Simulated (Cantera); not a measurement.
# Equilibrium for oxide etching and cleaning by halides: MgO + HBr + H₂

A closed system holds: 1 mol MgO, 34 mol HBr, 0.58 mol H₂, at 1077 °C.

Equilibrium computed with Cantera from the NASA thermochemical tables; the gas is ideal and each condensed phase is pure. Candidate condensed phases: Br₂, H₂O, Mg, MgBr₂, MgO, Mg(OH)₂; 20 gas species. Rates play no part.

```tsv
P (Pa)	x HBr	x Br	x H₂	x H₂O	x MgBr₂	x Br₂
1	0.587	0.231	0.130	0.0256	0.0255	3.51e-5
5.20	0.709	0.148	0.0895	0.0268	0.0268	7.45e-5
27	0.796	0.0886	0.0604	0.0276	0.0276	0.000139
140	0.852	0.0502	0.0417	0.0282	0.0282	0.000231
720	0.885	0.0269	0.0304	0.0285	0.0285	0.000342
3700	0.904	0.0137	0.0239	0.0287	0.0287	0.000453
19000	0.915	0.00658	0.0205	0.0288	0.0288	0.000540
100000	0.920	0.00301	0.0188	0.0289	0.0289	0.000595
```
x: gas mole fraction; nothing condenses.

From 1.00 Pa to 100000 Pa nothing is condensed. The main Mg-bearing gas is MgBr₂ throughout.
